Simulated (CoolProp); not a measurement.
Aqueous propylene glycol as a coolant, 21 % by mass, freezing at -7.7 °C, 1 atm.

Model: Melinder's fits for secondary coolants, in CoolProp.

```csv
T (°C),conductivity (W/(m K)),viscosity (mPa s),Prandtl number,density (kg/m³)
-5.2,0.461,5.75,48.8,1022
0.2,0.467,4.49,37.7,___
5.6,0.473,3.57,29.7,___
11.1,0.478,___,23.7,1019
16.5,0.484,2.37,19.4,1017
21.9,0.489,1.98,16.1,1015
27.4,0.495,1.68,13.5,1013
32.8,0.500,1.44,11.5,1010
38.2,0.505,1.26,9.97,1008
```

**Question.** Fill in the missing entries.

**Answer.** 
- 0.2, density (kg/m³): 1021
- 5.6, density (kg/m³): 1020
- 11.1, viscosity (mPa s): 2.88
